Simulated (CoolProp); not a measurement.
Model: reference Helmholtz-energy equation of state, Platzer 1990, in CoolProp. This equation is an older, rougher fit; its heat capacities, sound speeds and derivatives of the liquid may be far off and weren't checked against measurements.

Task: Give the vapour pressure (MPa), liquid density (kg/m³), vapour density (kg/m³), enthalpy of vaporisation (kJ/kg) of saturated R21 at 364.2 K.

Result: 
```tsv
T (K)	p (MPa)	liquid density (kg/m³)	vapour density (kg/m³)	enthalpy of vaporisation (kJ/kg)
364.2	1.10	1190	45.4	185
```
